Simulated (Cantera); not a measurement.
Cantera run, input and output.

```python
import numpy as np
import cantera as ct

gas = ct.Solution("h2o2.yaml")
gas.TPX = 1275, 1700, {'H2': 0.064, 'O2': 1, 'N2': 0.38}
reactor = ct.IdealGasConstPressureReactor(gas, energy="off", clone=False)
net = ct.ReactorNet([reactor])
net.rtol, net.atol = 1e-08, 1e-18
show = ['H2', 'O2', 'H2O', 'O', 'HO2', 'OH']
times = np.geomspace(4e-06, 9, 9)

steps = ct.SolutionArray(gas, extra=["t"])
rows = []
print(f"{'t/s':>10s}{'T/K':>9s}{'P/Pa':>11s}" + "".join(f"{s:>11s}" for s in show))
for t in times:
    while net.time < t:
        t_next = net.step()
        steps.append(gas.state, t=t_next)
    rows.append([np.interp(t, steps.t, y) for y in (steps.T, steps.P, *steps(*show).X.T)])
    print(f"{t:10.3e}{rows[-1][0]:9.1f}{rows[-1][1]:11.4g}" + "".join(f"{x:11.3e}" for x in rows[-1][2:]))
rate = np.gradient(steps.T, steps.t)
print("integrator steps:", len(steps.t))
if steps.T.max() > steps.T[0] + 200:
    print(f"time of steepest temperature rise: {steps.t[rate.argmax()]:.4e} s")
gas.TPX = 1275, 1700, {'H2': 0.064, 'O2': 1, 'N2': 0.38}
gas.equilibrate("TP")
print(f"equilibrium (TP): T = {gas.T:.1f} K  " + "  ".join(f"{s} {gas[s].X[0]:.3e}" for s in show))
```

Output:

```
       t/s      T/K       P/Pa         H2         O2        H2O          O        HO2         OH
 4.000e-06   1275.0       1700  4.432e-02  6.925e-01  7.943e-13  3.051e-11  5.461e-10  3.018e-11
 2.489e-05   1275.0       1700  4.432e-02  6.925e-01  1.568e-10  9.680e-10  3.400e-09  9.069e-10
 1.549e-04   1275.0       1700  4.432e-02  6.925e-01  2.161e-08  2.589e-08  2.120e-08  1.992e-08
 9.641e-04   1275.0       1700  4.419e-02  6.924e-01  9.632e-05  6.378e-05  3.158e-07  4.561e-05
 6.000e-03   1275.0       1700  8.113e-04  6.597e-01  3.875e-02  2.709e-02  2.693e-06  3.561e-03
 3.734e-02   1275.0       1700  4.211e-04  6.728e-01  4.212e-02  1.324e-02  2.244e-06  2.586e-03
 2.324e-01   1275.0       1700  4.201e-05  6.841e-01  4.480e-02  1.271e-03  7.442e-07  8.230e-04
 1.446e+00   1275.0       1700  1.797e-06  6.854e-01  4.523e-02  5.441e-05  7.073e-08  1.714e-04
 9.000e+00   1275.0       1700  1.299e-07  6.855e-01  4.530e-02  3.960e-06  1.330e-08  4.627e-05
integrator steps: 1860
equilibrium (TP): T = 1275.0 K  H2 2.333e-08  O2 6.855e-01  H2O 4.532e-02  O 7.138e-07  HO2 1.736e-08  OH 1.964e-05
```

Detailed kinetics in Cantera: the H2/O2 subset of GRI-Mech 3.0, which has no nitrogen chemistry. Radical loss at walls, strong at low pressure, is not modelled. The temperature is held fixed by assumption; the heat of reaction is taken as removed at once.
